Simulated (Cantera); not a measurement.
A perfectly stirred reactor is fed with CH4 : O2 : N2 = 1 : 4.26 : 16 (molar parts), equivalence ratio 0.47, at 0.310 bar; it is adiabatic with a 498 K inlet, and is followed from long to short residence time, starting on the burning branch (τ in s: 0.43, 0.21, 0.1, 0.049, 0.024, 0.012, 0.0057, 0.0028, 0.0013, 0.00065, 0.00032, 0.00015, 7.5e-05).

Computed with Cantera and GRI-Mech 3.0 (53 species, 325 reactions).

One state of this run: T (K) = 1473; x CH4 = 0.000311; x O2 = 0.109; x C2H2 = 1.74e-9; x CH2CO = 2.48e-8; x CO = 0.00671; x CO2 = 0.0396. x: mole fraction; the columns are a selection and need not sum to one.

Problem. Which value of τ (s) does it belong to?
A) 0.00065
B) 0.012
C) 7.5e-5
D) 0.0028

Solution. D, 0.0028
